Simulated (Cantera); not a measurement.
Input: 1 mol Al(CH3)3, 0.4 mol O2, 140 mol N2, 0.23 mol NH3, at 60.0 mbar.

Cantera equilibrium calculation (NASA polynomials, part measured and part estimated; ideal gas, pure solids and liquids). Candidate condensed phases: Al, AlN, Al2O3, C, C6H6, C7H8, C8H18, H2O; 148 gas species. The feed counts by its element totals alone. Mutual solubility and eutectic melting of coexisting phases are not modelled. Condensed phases not in the tables: aluminium oxynitride. The numbers say what is thermodynamically allowed, not how fast it happens.

log p: log10 of the partial pressure in bar; n: condensed amount in mol.

```tsv
T (°C)	log p N2	log p H2	log p Al	log p CO	log p HCN	n AlN(s)	n Al2O3(s)	n C(graphite)
350	-1.24	-2.77	<-13	<-13	-11.52	0.467	0.267	?
550	-1.24	-2.70	<-13	-8.90	-8.75	0.467	0.267	2.99
750	-1.24	-2.70	<-13	-6.00	-7.10	0.468	0.266	3.00
950	-1.24	-2.70	<-13	-4.07	-5.99	0.605	0.198	2.79
1150	-1.24	-2.70	-10.79	-3.48	-5.19	1.00	0	2.18
1350	-1.24	-2.70	-7.91	-3.48	-4.60	1.000	0	2.14
1550	-1.24	-2.71	-5.67	-3.48	-4.14	0.995	0	2.01
1750	-1.24	-2.73	-3.88	-3.48	-3.78	0.676	0	?
1950	-1.24	-2.78	-3.39	-3.49	-3.50	0	0	?
```

Question: Fill in the missing entries.

Answer: 
- 350, n C(graphite): 2.64
- 1750, n C(graphite): 1.76
- 1950, n C(graphite): 1.33
